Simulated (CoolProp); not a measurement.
Vapour-liquid equilibrium of toluene (1) + m-xylene (2) at 355 K; x and y are mole fractions of (1).

Model: multi-fluid Helmholtz-energy mixture model, Lemmon 2006 and Zhou 2012; pair parameters Bell 2016, in CoolProp.

```csv
x,bubble pressure (kPa),y at the bubble point,dew pressure at overall composition x (kPa),liquid density (mol/L)
0.05,17.59,0.123,16.75,7.676
0.2,21.82,0.404,18.57,7.829
0.35,26.01,0.591,…,7.987
0.5,29.96,…,23.79,…
0.65,33.62,0.822,27.65,8.325
0.8,37.05,0.902,32.77,8.507
0.95,40.33,0.976,39.17,8.702
```

Task: What belongs in the gaps?

Result: 
- 0.35, dew pressure at overall composition x (kPa): 20.86
- 0.5, y at the bubble point: 0.723
- 0.5, liquid density (mol/L): 8.152

No azeotrope shows between x = 0.05 and 0.95.

The pair parameters rest on a limited set of measurements; away from them the model extrapolates.
